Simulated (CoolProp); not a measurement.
Vapour-liquid equilibrium of R13 (1) + CHF3 (R23) (2) at 0.122 bar; x and y are mole fractions of (1).

Values from CoolProp's multi-fluid Helmholtz-energy mixture model, Platzer 1990 and Penoncello 2003; pair parameters Bell 2016. This equation is an older, rougher fit; its heat capacities, sound speeds and derivatives of the liquid may be far off and weren't checked against measurements.

**Question.** Give the bubble temperature and the first vapour's composition at x = 0.35, 0.5, 0.95. Is there an azeotrope?

**Answer.** x = 0.35: -117.9 °C, y = 0.515; x = 0.5: -118.0 °C, y = 0.535; x = 0.95: -115.4 °C, y = 0.821. y crosses x between x = 0.5 and 0.65: the model has an azeotrope there.

Pair parameters are fitted to limited data, so mixtures are less certain than the pure fluids.
